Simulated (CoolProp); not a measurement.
Nitrogen along the isotherm 194.2 K: fugacity coefficient from the reference equation and from simpler models built on Tc = 126.2 K, pc = 3.396 MPa, ω = 0.037; each cubic takes its own stable root.

Model: reference Helmholtz-energy equation of state, Span 2000, in CoolProp.

```tsv
p (MPa)	phase	reference	van der Waals	Redlich-Kwong	Soave-Redlich-Kwong
1.06	gas	0.9750	0.9701	0.9727	0.9754
2.12	gas	0.9508	0.9408	0.9466	0.9519
3.18	gas	0.9276	0.9124	0.9216	0.9296
4.24	supercritical	0.9054	0.8847	0.8979	0.9084
5.31	supercritical	0.8840	0.8578	0.8753	0.8883
6.37	supercritical	0.8639	0.8324	0.8543	0.8696
7.43	supercritical	0.8450	0.8083	0.8347	0.8523
8.49	supercritical	0.8273	0.7859	0.8165	0.8363
9.55	supercritical	0.8109	0.7654	0.7999	0.8217
10.6	supercritical	0.7960	0.7472	0.7849	0.8086
11.7	supercritical	0.7818	0.7305	0.7707	0.7962
12.7	supercritical	0.7701	0.7173	0.7592	0.7862
13.8	supercritical	0.7586	0.7049	0.7479	0.7764
14.9	supercritical	0.7485	0.6946	0.7381	0.7679
15.9	supercritical	0.7404	0.6868	0.7302	0.7612
17	supercritical	0.7326	0.6798	0.7227	0.7549
```
